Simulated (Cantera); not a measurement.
A Cantera script and what it prints.

```python
import numpy as np
import cantera as ct

gas_names = """
    H HNO HNO2 HNO3 HO2 H2 H2O H2O2 N NH NH2 NH3 NH2OH NO NO2 NO3 N2 N2H2 N2H4 N2O O OH O2 O3 Si SiH
    SiH2 SiH3 SiH4 SiN SiO SiO2 Si2 Si2N Si3
""".split()
cond_names = """
    H2O(s) H2O(L) Si(cr) Si(L) SiO2(Lqz) SiO2(hqz) SiO2(L) Si2N2O(s) Si3N4(a)
""".split()


# ... load() reads the species with a 1 bar reference pressure and builds the phases ...
atoms = {
    'Si2H6': {'Si': 2, 'H': 6},
    'H2O': {'H': 2, 'O': 1},
    'N2': {'N': 2},
}
top_T = {'Si2N2O(s)': 2100, 'Si3N4(a)': 2400}  # K; cautious upper limits of use, not melting points


# ... equilibrate(T, P, feed) seeds the gas with the atoms and calls Mixture.equilibrate('TP', solver="vcs", rtol=1e-11, max_steps=5000) ...
results = []
feed = {'Si2H6': 1, 'H2O': 1.8, 'N2': 15}  # mol
P = 9.6  # Pa
for T in [1200, 1250, 1300, 1350, 1400, 1450, 1500, 1550, 1600, 1650, 1700, 1750, 1800, 1850]:
    mix = equilibrate(T, P, feed)
    results.append((T, P, feed, dict(zip(mix.species_names, mix.species_moles))))
    x = sorted(zip(gas.X, gas.species_names), reverse=True)
    print(f"T = {T:g} K  P = {P:g} Pa  gas = {mix.phase_moles(0):.4g} mol")
    print("   x: " + "  ".join(f"{s} {v:.3e}" for v, s in x if v > 1e-06))
    print("   condensed (mol): " + ("  ".join(f"{mix.phase(i).name} {mix.phase_moles(i):.4g}"
          for i in range(1, mix.n_phases) if mix.phase_moles(i) > 1e-12) or "none"))
```

It prints:

```
T = 1200 K  P = 9.6 Pa  gas = 19.07 mol
   x: N2 7.482e-01  H2 2.517e-01  SiO 2.270e-05  H 1.011e-05  H2O 3.595e-06
   condensed (mol): SiO2(hqz) 0.5331  Si2N2O(s) 0.7332
T = 1250 K  P = 9.6 Pa  gas = 19.07 mol
   x: N2 7.481e-01  H2 2.517e-01  SiO 1.728e-04  H 2.475e-05  H2O 4.232e-06
   condensed (mol): SiO2(hqz) 0.5322  Si2N2O(s) 0.7323
T = 1300 K  P = 9.6 Pa  gas = 19.1 mol
   x: N2 7.475e-01  H2 2.513e-01  SiO 1.122e-03  H 5.660e-05  H2O 4.909e-06
   condensed (mol): SiO2(hqz) 0.5261  Si2N2O(s) 0.7262
T = 1350 K  P = 9.6 Pa  gas = 19.23 mol
   x: N2 7.440e-01  H2 2.495e-01  SiO 6.333e-03  H 1.215e-04  H2O 5.588e-06
   condensed (mol): SiO2(hqz) 0.4927  Si2N2O(s) 0.6928
T = 1400 K  P = 9.6 Pa  gas = 19.91 mol
   x: N2 7.271e-01  H2 2.410e-01  SiO 3.169e-02  H 2.437e-04  H2O 6.084e-06
   condensed (mol): SiO2(hqz) 0.3229  Si2N2O(s) 0.523
T = 1450 K  P = 9.6 Pa  gas = 21.2 mol
   x: N2 6.980e-01  H2 2.261e-01  SiO 7.545e-02  H 4.590e-04  H2O 1.778e-06
   condensed (mol): Si2N2O(s) 0.2
T = 1500 K  P = 9.6 Pa  gas = 21.21 mol
   x: N2 6.978e-01  H2 2.259e-01  SiO 7.545e-02  H 8.539e-04  Si 9.270e-06
   condensed (mol): Si2N2O(s) 0.1998
T = 1550 K  P = 9.6 Pa  gas = 21.23 mol
   x: N2 6.973e-01  H2 2.253e-01  SiO 7.561e-02  H 1.526e-03  Si 2.450e-04  SiH 2.995e-06  Si2N 2.361e-06  SiN 2.096e-06
   condensed (mol): Si2N2O(s) 0.1946
T = 1600 K  P = 9.6 Pa  gas = 21.65 mol
   x: N2 6.928e-01  H2 2.204e-01  SiO 8.314e-02  H 2.605e-03  Si 1.016e-03  Si2N 1.197e-05  SiH 1.018e-05  SiN 7.136e-06  Si2 2.531e-06  SiH2 1.103e-06
   condensed (mol): Si(cr) 0.1769
T = 1650 K  P = 9.6 Pa  gas = 21.71 mol
   x: N2 6.909e-01  H2 2.189e-01  SiO 8.292e-02  H 4.338e-03  Si 2.791e-03  Si2N 2.877e-05  SiH 2.337e-05  SiN 1.633e-05  Si2 9.409e-06  Si3 2.239e-06  SiH2 1.895e-06
   condensed (mol): Si(cr) 0.1367
T = 1700 K  P = 9.6 Pa  gas = 21.83 mol
   x: N2 6.870e-01  H2 2.163e-01  SiO 8.244e-02  Si 7.068e-03  H 6.995e-03  Si2N 6.276e-05  SiH 4.984e-05  SiN 3.476e-05  Si2 3.099e-05  Si3 7.806e-06  SiH2 3.070e-06
   condensed (mol): Si(L) 0.03916
T = 1750 K  P = 9.6 Pa  gas = 21.92 mol
   x: N2 6.844e-01  H2 2.135e-01  SiO 8.213e-02  H 1.097e-02  Si 8.897e-03  SiH 5.329e-05  SiN 3.718e-05  Si2N 3.599e-05  Si2 2.618e-05  Si3 3.646e-06  SiH2 2.531e-06
   condensed (mol): none
T = 1800 K  P = 9.6 Pa  gas = 21.98 mol
   x: N2 6.823e-01  H2 2.100e-01  SiO 8.188e-02  H 1.674e-02  Si 8.958e-03  SiH 4.588e-05  SiN 3.211e-05  Si2 1.466e-05  Si2N 1.398e-05  SiH2 1.702e-06
   condensed (mol): none
T = 1850 K  P = 9.6 Pa  gas = 22.07 mol
   x: N2 6.795e-01  H2 2.050e-01  SiO 8.155e-02  H 2.489e-02  Si 8.963e-03  SiH 3.942e-05  SiN 2.777e-05  Si2 8.369e-06  Si2N 5.645e-06  SiH2 1.153e-06
   condensed (mol): none
```

Equilibrium computed with Cantera from the NASA thermochemical tables; the gas is ideal and each condensed phase is pure. The feed counts by its element totals alone. N2 is the only nitrogen source here; it is nearly inert below about 1500 K, so the nitride shown seldom forms there in practice. Mutual solubility and eutectic melting of coexisting phases are not modelled. The tables' values for SiN are old estimates; treat these amounts as uncertain. The tables hold silica as quartz up to 1696 K and as liquid above; real silica turns to tridymite and cristobalite and melts near 1996 K.
